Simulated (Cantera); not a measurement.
Input: 1 mol Si, a varied amount of F2, held at 1000 K and 13300 Pa.

Cantera equilibrium calculation (NASA polynomials, part measured and part estimated; ideal gas, pure solids and liquids). Candidate condensed phases: Si; 9 gas species. Kinetics and transport are ignored.

Problem. What share of the Si ends up in condensed phases as a function of n(F2) (mol), at 0.59, 0.81, 1, 1.2, 1.5, 1.7, 1.9, 2.1, 2.4, 2.6, 2.8, 3?

Solution. 
```json
[
 {"n(F2) (mol)": "0.59", "Si condensed (%)": "70.5", "as": "Si(s)"},
 {"n(F2) (mol)": "0.81", "Si condensed (%)": "59.5", "as": "Si(s)"},
 {"n(F2) (mol)": "1", "Si condensed (%)": "50.0", "as": "Si(s)"},
 {"n(F2) (mol)": "1.2", "Si condensed (%)": "40.0", "as": "Si(s)"},
 {"n(F2) (mol)": "1.5", "Si condensed (%)": "25.0", "as": "Si(s)"},
 {"n(F2) (mol)": "1.7", "Si condensed (%)": "15.0", "as": "Si(s)"},
 {"n(F2) (mol)": "1.9", "Si condensed (%)": "5.0", "as": "Si(s)"},
 {"n(F2) (mol)": "2.1", "Si condensed (%)": "0.0", "as": "-"},
 {"n(F2) (mol)": "2.4", "Si condensed (%)": "0.0", "as": "-"},
 {"n(F2) (mol)": "2.6", "Si condensed (%)": "0.0", "as": "-"},
 {"n(F2) (mol)": "2.8", "Si condensed (%)": "0.0", "as": "-"},
 {"n(F2) (mol)": "3", "Si condensed (%)": "0.0", "as": "-"}
]
```
